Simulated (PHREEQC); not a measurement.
Consider water at 20 °C with 0.0016 mol MgCl2, 0.12 mol Na2SO4 and 4.4e-06 mol H4SiO4 per kg of water. Closed to the air; pH follows from the charge balance.

Computed with PHREEQC (ion-association model, wateq4f.dat).

Each row changes one thing in this solution. Precipitation was switched off in this run.

```tsv
case	pH	ionic strength (mol/kgw)	SO4-2 (mol/kgw)	MgSO4 (mol/kgw)	Mg+2 (mol/kgw)	HSO4- (mol/kgw)	SI of Quartz (SiO2)
as made	7.28	0.311	0.0943	0.000940	0.000660	1.54e-7	-1.27
MgCl2 from 0.0016 to 0.00144 mol/kgw	7.28	0.311	0.0944	0.000846	0.000593	1.53e-7	-1.27
H4SiO4 replaced by Na2SiO3 at the same molality	?	0.311	0.0943	0.000940	0.000660	3.73e-9	-1.33
diluted 10-fold with water	7.16	0.0349	0.0113	6.15e-5	9.85e-5	4.13e-8	-2.30
Na2SO4 replaced by CuSO4 at the same molality	4.55	0.247	0.0606	0.000824	0.000776	?	-1.27
temperature from 20 to 35 °C	7.09	0.309	0.0930	0.00106	0.000543	?	-1.48
```

Fill in the missing entries.


- H4SiO4 replaced by Na2SiO3 at the same molality, pH: 8.90
- Na2SO4 replaced by CuSO4 at the same molality, HSO4- (mol/kgw): 5.63e-5
- temperature from 20 to 35 °C, HSO4- (mol/kgw): 3.19e-7

Some of these states are supersaturated (in Antlerite, Brochantite, for instance).
